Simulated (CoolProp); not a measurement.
Vapour-liquid equilibrium of propane (1) + c-C4F8 (RC318) (2) at 333.2 K; x and y are mole fractions of (1).

Computed with CoolProp (multi-fluid Helmholtz-energy mixture model, Lemmon 2009 and Platzer 1990; pair parameters Bell 2016). This equation is an older, rougher fit; its heat capacities, sound speeds and derivatives of the liquid may be far off and weren't checked against measurements.

```json
[
 {"x": "0.05", "bubble pressure, mixture model (kPa)": "981.0", "bubble pressure, Raoult's law (kPa)": "904.0", "y, mixture model": "0.152", "y, Raoult's law": "0.117"},
 {"x": "0.2", "bubble pressure, mixture model (kPa)": "1355", "bubble pressure, Raoult's law (kPa)": "1096", "y, mixture model": "0.419", "y, Raoult's law": "0.387"},
 {"x": "0.35", "bubble pressure, mixture model (kPa)": "1641", "bubble pressure, Raoult's law (kPa)": "1288", "y, mixture model": "0.560", "y, Raoult's law": "0.576"},
 {"x": "0.5", "bubble pressure, mixture model (kPa)": "1852", "bubble pressure, Raoult's law (kPa)": "1479", "y, mixture model": "0.655", "y, Raoult's law": "0.716"},
 {"x": "0.65", "bubble pressure, mixture model (kPa)": "2006", "bubble pressure, Raoult's law (kPa)": "1671", "y, mixture model": "0.738", "y, Raoult's law": "0.824"},
 {"x": "0.8", "bubble pressure, mixture model (kPa)": "2108", "bubble pressure, Raoult's law (kPa)": "1863", "y, mixture model": "0.829", "y, Raoult's law": "0.910"},
 {"x": "0.95", "bubble pressure, mixture model (kPa)": "2136", "bubble pressure, Raoult's law (kPa)": "2055", "y, mixture model": "0.948", "y, Raoult's law": "0.980"}
]
```

The largest gap from Raoult's law is +27.4 % in bubble pressure, at x = 0.35. y crosses x between x = 0.8 and 0.95: the model has an azeotrope there.

The pair parameters rest on a limited set of measurements; away from them the model extrapolates.
